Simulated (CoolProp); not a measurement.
Octamethyltrisiloxane (MDM) along the isobar 1.28 MPa: density (kg/m³) from the reference equation and from simpler models built on Tc = 565.4 K, pc = 1.438 MPa, ω = 0.528; each cubic takes its own stable root.

The numbers come from the reference Helmholtz-energy equation of state, Thol 2017 in CoolProp.

```tsv
T (K)	phase	reference
484.4	liquid	601.0
495.7	liquid	582.7
507.1	liquid	562.7
518.4	liquid	540.5
529.7	liquid	514.8
541	liquid	483.0
552.4	liquid	435.8
563.7	gas	123.1
575	gas	104.4
```

Question: How far does each simpler model (van der Waals, Redlich-Kwong, Soave-Redlich-Kwong, Peng-Robinson) lie from the reference over these 9 states: mean and median of the absolute difference, and the worst?

Answer: 
- van der Waals: mean 36.5 %, median 39.7 %, worst -71.7 % at 552.4 K and 1.28 MPa
- Redlich-Kwong: mean 16.6 %, median 18.7 %, worst -26.6 % at 552.4 K and 1.28 MPa
- Soave-Redlich-Kwong: mean 11.2 %, median 11.3 %, worst -19.3 % at 552.4 K and 1.28 MPa
- Peng-Robinson: mean 2.7 %, median 1.8 %, worst -9.7 % at 552.4 K and 1.28 MPa

At some of these states van der Waals gives the other phase, because its saturation line lies elsewhere.
